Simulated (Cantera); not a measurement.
Mixture: 2.77 % CH4, 0.636 % C2H6, 0.271 % C3H8, 20.3 % O2, 76.1 % N2, equivalence ratio 0.45, at 9000 Torr, adiabatic and at constant pressure. Ignition delay is the time to a rise of 400 K.

Model: GRI-Mech 3.0 (53 species, 325 reactions), integrated in Cantera. The pressure lies above the range GRI-Mech 3.0 was tuned for (to about 10 atm).

### Question
Predict: delay at 1125 K; delay at 1225 K; delay at 1325 K; delay at 1425 K; delay at 1525 K; delay at 1625 K; delay at 1725 K; apparent activation energy between 1525 and 1725 K.

### Answer
| Item | Result |
|---|---|
| delay at 1125 K | 2.29 ms |
| delay at 1225 K | 0.483 ms |
| delay at 1325 K | 0.133 ms |
| delay at 1425 K | 46.5 µs |
| delay at 1525 K | 19.5 µs |
| delay at 1625 K | 9.36 µs |
| delay at 1725 K | 5.05 µs |
| apparent activation energy between 1525 and 1725 K | 150 kJ/mol |
